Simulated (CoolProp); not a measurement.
Vapour-liquid equilibrium of CH2F2 (R32) (1) + R134a (2) at 180.9 K; x and y are mole fractions of (1).

Computed with CoolProp (multi-fluid Helmholtz-energy mixture model, Tillner-Roth 1997 and Tillner-Roth 1994; pair parameters Lemmon 2004).

```json
[
 {"x": "0.05", "bubble pressure (kPa)": "1.579", "y at the bubble point": "0.259", "dew pressure at overall composition x (kPa)": "1.285", "liquid density (mol/L)": "15.62"},
 {"x": "0.15", "bubble pressure (kPa)": "2.253", "y at the bubble point": "0.534", "dew pressure at overall composition x (kPa)": "1.411", "liquid density (mol/L)": "16.28"},
 {"x": "0.25", "bubble pressure (kPa)": "2.901", "y at the bubble point": "0.679", "dew pressure at overall composition x (kPa)": "1.564", "liquid density (mol/L)": "16.99"},
 {"x": "0.35", "bubble pressure (kPa)": "3.528", "y at the bubble point": "0.769", "dew pressure at overall composition x (kPa)": "1.753", "liquid density (mol/L)": "17.77"},
 {"x": "0.45", "bubble pressure (kPa)": "4.137", "y at the bubble point": "0.832", "dew pressure at overall composition x (kPa)": "1.994", "liquid density (mol/L)": "18.63"},
 {"x": "0.55", "bubble pressure (kPa)": "4.735", "y at the bubble point": "0.878", "dew pressure at overall composition x (kPa)": "2.311", "liquid density (mol/L)": "19.57"},
 {"x": "0.65", "bubble pressure (kPa)": "5.326", "y at the bubble point": "0.914", "dew pressure at overall composition x (kPa)": "2.745", "liquid density (mol/L)": "20.62"},
 {"x": "0.75", "bubble pressure (kPa)": "5.915", "y at the bubble point": "0.944", "dew pressure at overall composition x (kPa)": "3.375", "liquid density (mol/L)": "21.78"},
 {"x": "0.85", "bubble pressure (kPa)": "6.506", "y at the bubble point": "0.969", "dew pressure at overall composition x (kPa)": "4.356", "liquid density (mol/L)": "23.08"},
 {"x": "0.95", "bubble pressure (kPa)": "7.103", "y at the bubble point": "0.990", "dew pressure at overall composition x (kPa)": "6.050", "liquid density (mol/L)": "24.55"}
]
```

No azeotrope shows between x = 0.05 and 0.95.

Pair parameters are fitted to limited data, so mixtures are less certain than the pure fluids.
